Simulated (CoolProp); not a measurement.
Properties of oxygen along the isotherm -115.35 °C.

The numbers come from the reference Helmholtz-energy equation of state, Schmidt 1985 in CoolProp.

```csv
p (MPa),phase,cv (kJ/(kg K)),speed of sound (m/s),viscosity (µPa s),Prandtl number
4.59,gas,0.8392,195.6,14.6,1.62
9.18,supercritical,0.8174,379.0,48.7,1.96
13.8,supercritical,0.8016,477.2,58.6,1.60
18.4,supercritical,0.8018,542.0,65.9,1.48
22.9,supercritical,0.8058,591.1,72.1,1.42
27.5,supercritical,0.8112,633.0,77.9,1.38
32.1,supercritical,0.8169,669.2,83.2,1.36
36.7,supercritical,0.8226,701.5,88.3,1.35
41.3,supercritical,0.8282,730.8,93.2,1.34
45.9,supercritical,0.8335,757.9,97.9,1.33
50.5,supercritical,0.8386,783.0,103,1.33
```

Viscosity comes from a separate model (Lemmon 2004). Thermal conductivity comes from a separate model (Lemmon 2004).
